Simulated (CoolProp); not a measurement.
A simple Rankine cycle with c-C4F8 (RC318): condensing at 322.15 K, boiler at 1.59 MPa, turbine inlet 400.8 K, turbine efficiency 0.9, pump efficiency 0.8, no recuperator. Each further row changes one setting.

The numbers come from the reference Helmholtz-energy equation of state, Platzer 1990 in CoolProp. This equation is an older, rougher fit; its heat capacities, sound speeds and derivatives of the liquid may be far off and weren't checked against measurements.

| case | thermal efficiency (%) | net work (kJ/kg) | heat in (kJ/kg) | turbine exit temperature (K) | volume ratio over the turbine |
|---|---|---|---|---|---|
| as stated | 6.9 | 10.8 | 156 | 380.2 | 2.72 |
| turbine inlet 420.8 K | 6.7 | 11.8 | 177 | 400.9 | 2.65 |
| condensing temperature 314.15 K | 8.2 | 13.6 | 165 | 376.0 | 3.41 |
| boiler pressure 1.11 MPa | 4.4 | 7.05 | 161 | 389.1 | 1.81 |
| turbine efficiency 0.8 | 6.1 | 9.49 | 156 | 381.5 | 2.73 |
